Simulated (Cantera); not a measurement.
**Si3N4 + N2 (sublimation and decomposition of ceramics)**

A closed system holds: 1 mol Si3N4, 0.026 mol N2, equilibrated at 1.00 bar.

These are equilibrium values from Cantera (NASA tables, ideal gas, pure condensed phases), not measurements of a reactor. Candidate condensed phases: Si, Si3N4; 7 gas species. The tables' values for SiN are old estimates; treat these amounts as uncertain. Kinetics and transport are ignored.

From 2425 K to 2925 K the condensed part is Si(l). The main Si-bearing gas is Si throughout. The share of Si in condensed phases is highest at 2425 K (99.8 %) and lowest at 2925 K (93.5 %).

| T (K) | x N2 | x Si | x SiN | x Si2 | x Si2N | x Si3 | x N | n Si(l) |
|---|---|---|---|---|---|---|---|---|
| 2425 | 0.997 | 0.00266 | 0.000301 | 6.34e-5 | 0.000281 | 1.13e-5 | 1.43e-7 | 2.99 |
| 2475 | 0.995 | 0.00393 | 0.000410 | 0.000101 | 0.000370 | 1.76e-5 | 2.31e-7 | 2.99 |
| 2525 | 0.993 | 0.00571 | 0.000552 | 0.000158 | 0.000482 | 2.71e-5 | 3.66e-7 | 2.98 |
| 2575 | 0.990 | 0.00818 | 0.000735 | 0.000243 | 0.000620 | 4.09e-5 | 5.71e-7 | 2.98 |
| 2625 | 0.986 | 0.0116 | 0.000966 | 0.000368 | 0.000791 | 6.07e-5 | 8.75e-7 | 2.97 |
| 2675 | 0.981 | 0.0161 | 0.00126 | 0.000547 | 0.000997 | 8.87e-5 | 1.32e-6 | 2.96 |
| 2725 | 0.974 | 0.0222 | 0.00162 | 0.000801 | 0.00124 | 0.000128 | 1.95e-6 | 2.94 |
| 2775 | 0.965 | 0.0302 | 0.00206 | 0.00116 | 0.00154 | 0.000182 | 2.85e-6 | 2.92 |
| 2825 | 0.953 | 0.0407 | 0.00260 | 0.00165 | 0.00189 | 0.000255 | 4.10e-6 | 2.89 |
| 2875 | 0.938 | 0.0541 | 0.00324 | 0.00232 | 0.00229 | 0.000353 | 5.82e-6 | 2.85 |
| 2925 | 0.918 | 0.0714 | 0.00400 | 0.00323 | 0.00275 | 0.000483 | 8.13e-6 | 2.80 |
x: gas mole fraction; n: condensed amount in mol.
